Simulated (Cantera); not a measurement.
Cantera with NASA thermochemical tables; ideal gases at 1 bar, condensed phases pure. Values are per mole of reaction as written; species without (g) are pure solids or liquids, kept so even where they would boil at 1 bar. ZrN: taken at fixed stoichiometry.

N(g) + 2 NH3(g) + 3 ZrO2(g) = 3 H2O2(g) + 3 ZrN

```
T (K)  ΔH° (kJ)  ΔS° (J/K)  ΔG° (kJ)  log10 K
-----  --------  ---------  --------  -------
675     -1015.6     -516.3    -667.1    51.62
825         [?]        [?]       [?]      [?]
975     -1003.6     -501.6    -514.5    27.56
1125     -996.9     -495.2    -439.8    20.42
1275     -989.8     -489.3    -365.9    14.99
1425        [?]        [?]       [?]      [?]
1575     -974.1     -478.3    -220.8     7.32
1725     -965.5     -473.1    -149.5     4.53
1875     -956.5     -468.1     -78.9     2.20
2025     -947.0     -463.2      -9.0     0.23
2175        [?]        [?]       [?]      [?]
```

**Question.** Some entries are withheld; supply them.

**Answer.** 
- 825, ΔH° (kJ): -1009.8
- 825, ΔS° (J/K): -508.5
- 825, ΔG° (kJ): -590.3
- 825, log10 K: 37.37
- 1425, ΔH° (kJ): -982.2
- 1425, ΔS° (J/K): -483.7
- 1425, ΔG° (kJ): -293.0
- 1425, log10 K: 10.74
- 2175, ΔH° (kJ): -937.0
- 2175, ΔS° (J/K): -458.4
- 2175, ΔG° (kJ): 60.1
- 2175, log10 K: -1.44
